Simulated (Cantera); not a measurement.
A closed system holds: 1 mol CHF3, 0.021 mol Si, held at 948.15 K and 13300 Pa.

Method: chemical equilibrium by Gibbs-energy minimisation in Cantera with the NASA 1993 tables (ideal gas, pure condensed phases). Candidate condensed phases: C, C6H6, C7H8, C8H18, Si, SiC; 113 gas species. Gases not in the tables: C2F6 and larger saturated fluorocarbons. Kinetics and transport are ignored.

Problem. What is the equilibrium state?

Solution. 
```json
{
 "x(HF)": "0.667",
 "x(CF4)": "0.319",
 "x(SiF4)": "0.0140",
 "x(H2F2)": "2.83e-6",
 "n(C(graphite))": "0.521 mol",
 "gas_amount": "1.500 mol",
 "log10 activity of Si(s) (absent)": "-39.36"
}
```
